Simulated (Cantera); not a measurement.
## Ignition delay

Mixture: 12.0 % CH₄, 18.4 % O₂, 69.2 % N₂, 0.407 % C₂H₆, equivalence ratio 1.4, at 0.987 atm, adiabatic and at constant volume. Ignition delay is the time to a rise of 400 K.

Computed with Cantera and GRI-Mech 3.0 (53 species, 325 reactions).

```
T0 (K)  delay (ms)
------  ----------
1150          39.7
1250          10.8
1350          3.06
1450         0.941
1550         0.329
1650         0.137
1750        0.0675
1850        0.0385
1950        0.0245
```

```yaml
apparent activation energy between 1750 and 1950 K: 140 kJ/mol
```
